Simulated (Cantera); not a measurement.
Feed: 1 mol SiH4, 3.8 mol NH3, equilibrated at 1.33 mbar.

Equilibrium computed with Cantera from the NASA thermochemical tables; the gas is ideal and each condensed phase is pure. Candidate condensed phases: Si, Si3N4; 18 gas species. Gases not in the tables: Si2H6 and higher silanes. Equilibrium is a limit: real reactors are often held back by kinetics, nucleation or transport. All values below are at 1477 °C.

Base state: H2 0.796, N2 0.197, H 0.00568, Si 0.00113, SiH 4.85e-5, SiH2 1.66e-5, Si2N 1.60e-5 (mole fractions); condensed: Si(l).

**Question.** What changes in the equilibrium state with this change: pressure from 1.33 mbar to 0.100 bar?

**Answer.** 
```tsv
species	before	after
H2	0.796	0.861
N2	0.197	0.138
H	0.00568	0.000683
SiH2	1.66e-5	7.60e-6
Si	0.00113	6.35e-6
Si2N	1.60e-5	2.77e-7
SiH	4.85e-5	2.47e-6
Si(l), mol	0.988	0
Si3N4(s), mol	0	0.333
```
